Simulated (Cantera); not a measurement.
# Ignition delay

Mixture: 40.3 % H2, 12.6 % O2, 47.1 % N2, at 130000 Pa, adiabatic and at constant volume. Ignition delay is the time to a rise of 400 K.

Cantera simulation using GRI-Mech 3.0 (53 species, 325 reactions); the numbers are that mechanism's predictions, not measurements. Where the delays flatten at high temperature, the 400 K rule measures the pace of heat release, not the induction time.

```csv
T0 (K),delay (ms)
1025,0.226
1075,0.101
1125,0.0623
1175,0.0434
1225,0.0323
1275,0.0251
1325,0.0202
1375,0.0166
1425,0.0141
1475,0.0121
```
